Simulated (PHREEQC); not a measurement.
Solution (25 °C and 50 atm): 2.1 mol/kgw HCl, 0.065 mol/kgw FeCl2 and 4.8 mol/kgw LiCl. Closed to the air; pH follows from the charge balance.

Computed with PHREEQC (Pitzer model, pitzer.dat).

Precipitation was switched off in this run.

What pH, osmotic coefficient does the model give?

pH -1.80; osmotic coefficient 2.005.

Species that the database lacks are ignored. In brines, pH and single-ion activities rest on the MacInnes convention. Under pressure, the constants of complexes without a molar volume in the database are unreliable.
